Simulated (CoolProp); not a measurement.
Vapour-liquid equilibrium of carbon dioxide (1) + isopentane (2) at -31.45 °C; x and y are mole fractions of (1).

Model: multi-fluid Helmholtz-energy mixture model, Span 1996 and Lemmon 2006; pair parameters Kunz 2012, in CoolProp.

```json
[
 {"x": "0.05", "bubble pressure, mixture model (kPa)": "126.8", "bubble pressure, Raoult's law (kPa)": "74.80", "y, mixture model": "0.943", "y, Raoult's law": "0.909"},
 {"x": "0.15", "bubble pressure, mixture model (kPa)": "356.1", "bubble pressure, Raoult's law (kPa)": "210.0", "y, mixture model": "0.980", "y, Raoult's law": "0.971"},
 {"x": "0.25", "bubble pressure, mixture model (kPa)": "551.3", "bubble pressure, Raoult's law (kPa)": "345.3", "y, mixture model": "0.987", "y, Raoult's law": "0.984"},
 {"x": "0.35", "bubble pressure, mixture model (kPa)": "702.2", "bubble pressure, Raoult's law (kPa)": "480.5", "y, mixture model": "0.990", "y, Raoult's law": "0.990"},
 {"x": "0.45", "bubble pressure, mixture model (kPa)": "813.5", "bubble pressure, Raoult's law (kPa)": "615.7", "y, mixture model": "0.992", "y, Raoult's law": "0.994"},
 {"x": "0.55", "bubble pressure, mixture model (kPa)": "898.6", "bubble pressure, Raoult's law (kPa)": "750.9", "y, mixture model": "0.993", "y, Raoult's law": "0.996"},
 {"x": "0.65", "bubble pressure, mixture model (kPa)": "973.8", "bubble pressure, Raoult's law (kPa)": "886.2", "y, mixture model": "0.994", "y, Raoult's law": "0.997"},
 {"x": "0.75", "bubble pressure, mixture model (kPa)": "1055", "bubble pressure, Raoult's law (kPa)": "1021", "y, mixture model": "0.995", "y, Raoult's law": "0.998"},
 {"x": "0.85", "bubble pressure, mixture model (kPa)": "1154", "bubble pressure, Raoult's law (kPa)": "1157", "y, mixture model": "0.997", "y, Raoult's law": "0.999"},
 {"x": "0.95", "bubble pressure, mixture model (kPa)": "1283", "bubble pressure, Raoult's law (kPa)": "1292", "y, mixture model": "0.999", "y, Raoult's law": "1.000"}
]
```

The largest gap from Raoult's law is +69.6 % in bubble pressure, at x = 0.15. No azeotrope shows between x = 0.05 and 0.95.

The pair parameters rest on a limited set of measurements; away from them the model extrapolates. The gap from Raoult's law changes sign with composition, which may be real or a fault of the pair parameters; it wasn't checked against measurements. With so large a gap from Raoult's law the liquid may split in two, which this calculation doesn't test in full.
